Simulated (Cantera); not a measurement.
What does this Cantera script print?

```python
import numpy as np
import cantera as ct

gas_names = """
    F F2 H HF H2 H2F2 H3F3 H4F4 H5F5 H6F6 H7F7 Mg MgF MgF2 MgH Mg2 Mg2F4
""".split()
cond_names = """
    Mg(cr) Mg(L) MgF2(s) MgF2(L)
""".split()


def load(file, names, dense=False):
    # The tables refer to 1 bar. Condensed volumes are neglected.
    table = {s.name: s for s in ct.Species.list_from_file(file)}
    out = []
    for n in names:
        d = dict(table[n].input_data)
        d["thermo"] = dict(d["thermo"], **{"reference-pressure": 1e5})
        if dense:
            d["equation-of-state"] = {"model": "constant-volume", "density": "1e6 g/cm^3"}
        out.append(ct.Species.from_dict(d))
    return out


gas = ct.Solution(thermo="ideal-gas", species=load("nasa_gas.yaml", gas_names))
cond = {s.name: ct.Solution(thermo="fixed-stoichiometry", species=[s], name=s.name)
        for s in load("nasa_condensed.yaml", cond_names, dense=True)}
atoms = {
    'MgF2': {'Mg': 1, 'F': 2},
    'H2': {'H': 2},
}
top_T = {}  # K; cautious upper limits of use, not melting points


def equilibrate(T, P, feed):
    n = {}
    for name, mol in feed.items():
        for a, k in atoms[name].items():
            n[a] = n.get(a, 0.0) + k * mol
    gas.TPX = T, P, n
    mass = sum(n.values()) * gas.mean_molecular_weight
    gas.equilibrate("TP")
    valid = [c for c in cond.values() if c.min_temp <= T <= top_T.get(c.name, c.max_temp)]
    mix = ct.Mixture([(gas, mass / gas.mean_molecular_weight)] + [(c, 0.0) for c in valid])
    mix.T, mix.P = T, P
    mix.equilibrate("TP", solver="vcs", rtol=1e-11, max_steps=5000)
    return mix


results = []
feed = {'MgF2': 1, 'H2': 98}  # mol
T = 1350  # K
P = 1333.22  # Pa
mix = equilibrate(T, P, feed)
results.append((T, P, feed, dict(zip(mix.species_names, mix.species_moles))))
print(gas.report(threshold=0.001))
for i in range(1, mix.n_phases):
    print(f"{mix.phase(i).name:16s} {mix.phase_moles(i):12.5e} mol")
```

Output:

```
       temperature   1350 K
          pressure   1333.2 Pa
           density   0.00024469 kg/m^3
  mean mol. weight   2.0601 kg/kmol
   phase of matter   gas

                          1 kg             1 kmol
                     ---------------   ---------------
          enthalpy        1.5134e+07        3.1178e+07  J
   internal energy        9.6856e+06        1.9953e+07  J
           entropy        1.0273e+05        2.1163e+05  J/K
    Gibbs function       -1.2355e+08       -2.5452e+08  J
 heat capacity c_p             15406             31739  J/K
 heat capacity c_v             11370             23424  J/K

                      mass frac. Y      mole frac. X     chem. pot. / RT
                     ---------------   ---------------   ---------------
                HF          0.011485         0.0011826           -58.821
                H2           0.97669           0.99805           -22.621
     [  +15 minor]          0.011829        0.00077204

Mg(L)             0.00000e+00 mol
MgF2(s)           9.26260e-01 mol
```

Method: chemical equilibrium by Gibbs-energy minimisation in Cantera with the NASA 1993 tables (ideal gas, pure condensed phases).
